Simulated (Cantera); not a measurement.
Feed: 1 mol CF4, 0.28 mol H2, held at 575 °C and 13.3 mbar.

These are equilibrium values from Cantera (NASA tables, ideal gas, pure condensed phases), not measurements of a reactor. Candidate condensed phases: C, C6H6, C7H8, C8H18; 95 gas species. Condensed phases not in the tables: fluorocarbon polymer. Gases not in the tables: C2F6 and larger saturated fluorocarbons. Kinetics and transport are ignored.

Base state: CF4 0.606, HF 0.394 (mole fractions); condensed: C(graphite).

### Question
What changes in the equilibrium state with this change: temperature from 575 °C to 2652 °C?

### Answer
```json
[
 {"species": "F", "before": "<1e-9", "after": "0.711"},
 {"species": "HF", "before": "0.394", "after": "0.145"},
 {"species": "CF", "before": "<1e-9", "after": "0.0701"},
 {"species": "CF4", "before": "0.606", "after": "1.22e-5"},
 {"species": "CF2", "before": "<1e-9", "after": "0.0594"},
 {"species": "C3", "before": "<1e-9", "after": "0.0103"},
 {"species": "C", "before": "<1e-9", "after": "0.00183"},
 {"species": "H", "before": "<1e-9", "after": "0.00128"},
 {"species": "C2", "before": "<1e-9", "after": "0.00103"},
 {"species": "C5", "before": "<1e-9", "after": "0.000149"},
 {"species": "CF3", "before": "<1e-9", "after": "0.000123"},
 {"species": "C(graphite), mol", "before": "0.140", "after": "0.367"}
]
```
